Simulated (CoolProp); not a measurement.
A closed Brayton cycle with carbon dioxide: compressor inlet 314.15 K and 9.3 MPa, high pressure 17.3 MPa, turbine inlet 730 K, compressor efficiency 0.8, turbine efficiency 0.9, recuperator effectiveness 0.9 (on enthalpy, no pinch check). Each further row changes one setting.

Model: reference Helmholtz-energy equation of state, Span 1996, in CoolProp.

```tsv
case	thermal efficiency (%)	net work (kJ/kg)	compressor to turbine work	compressor exit (K)	turbine exit (K)
as stated	26.3	55.6	0.24	341.1	659.8
turbine inlet 680 K	24.8	?	0.26	341.1	612.5
compressor inlet 324.15 K	26.1	45.9	?	370.2	659.8
high pressure 14.7 MPa	22.9	?	0.22	333.9	?
recuperator effectiveness 0.5	15.1	55.6	0.24	341.1	659.8
```

**Question.** What belongs in the gaps?

**Answer.** 
- turbine inlet 680 K, net work (kJ/kg): 49.7
- compressor inlet 324.15 K, compressor to turbine work: 0.37
- high pressure 14.7 MPa, net work (kJ/kg): 42.6
- high pressure 14.7 MPa, turbine exit (K): 678.0
